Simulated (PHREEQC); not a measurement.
**Alkaline etch or developer (model solution)**

Dissolve 0.15 mol/kgw TMAH and 0.013 mol/kgw K2SiO3 at 60 °C. Closed to the air; pH follows from the charge balance.

Equilibrium calculation in PHREEQC: ion-association model, phreeqc.dat.

Each row changes one thing in this solution. Precipitation was switched off in this run.

```tsv
case	pH	ionic strength (mol/kgw)	H2SiO4-2 (mol/kgw)	H3SiO4- (mol/kgw)	H4SiO4 (mol/kgw)	SI of Quartz (SiO2)
as made	12.05	0.183	0.00703	0.00596	9.08e-6	-1.50
temperature from 60 to 85 °C	11.53	0.182	0.00612	0.00685	2.13e-5	-1.40
TMAH from 0.15 to 0.015 mol/kgw	11.34	0.0428	0.00184	0.0111	0.000103	-0.46
diluted 5-fold with water	11.44	0.0356	0.000431	0.00215	1.63e-5	-1.26
TMAH left out	11.03	0.0269	0.000886	0.0119	0.000235	-0.11
```

(CH3)4N+ isn't in the database: it is added as a free cation with an ion size of 4 Å. Constants without temperature data keep their 25 °C values here.
